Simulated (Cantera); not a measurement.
**Stirred combustor or abatement burner**

A perfectly stirred reactor is fed with CH4 : H2 : O2 : N2 = 1 : 0.032 : 1.68 : 6.32 (molar parts), equivalence ratio 1.2, at 1.20 bar; it is adiabatic with a 700 K inlet, and is followed from long to short residence time, starting on the burning branch (τ in s: 0.044, 0.02, 0.0095, 0.0044, 0.002, 0.00095, 0.00044, 0.0002, 9.5e-05, 4.4e-05, 2e-05, 9.5e-06).

Detailed kinetics in Cantera: GRI-Mech 3.0 (53 species, 325 reactions).

| τ (s) | T (K) | x CH4 | x H2 | x O2 | x O | x C2H4 |
|---|---|---|---|---|---|---|
| 0.044 | 2382 | 6.09e-6 | 0.0264 | 0.000848 | 0.000269 | 8.00e-10 |
| 0.020 | 2372 | 1.08e-5 | 0.0267 | 0.00113 | 0.000353 | 2.42e-9 |
| 0.0095 | 2356 | 1.80e-5 | 0.0271 | 0.00157 | 0.000486 | 6.05e-9 |
| 0.0044 | 2334 | 2.99e-5 | 0.0277 | 0.00227 | 0.000702 | 1.44e-8 |
| 0.0020 | 2303 | 5.10e-5 | 0.0286 | 0.00329 | 0.00103 | 3.40e-8 |
| 0.00095 | 2266 | 8.75e-5 | 0.0296 | 0.00458 | 0.00143 | 7.95e-8 |
| 0.00044 | 2223 | 0.000161 | 0.0307 | 0.00630 | 0.00189 | 2.11e-7 |
| 0.00020 | 2175 | 0.000323 | 0.0319 | 0.00869 | 0.00231 | 6.83e-7 |
| 9.5e-5 | 2125 | 0.000694 | 0.0330 | 0.0123 | 0.00247 | 2.68e-6 |
| 4.4e-5 | 2042 | 0.00205 | 0.0350 | 0.0214 | 0.00196 | 2.12e-5 |
| 2.0e-5 | 700 | 0.111 | 0.00354 | 0.186 | <1e-12 | <1e-12 |
| 9.5e-6 | 700 | 0.111 | 0.00354 | 0.186 | <1e-12 | <1e-12 |
x: mole fraction; the columns are a selection and need not sum to one.
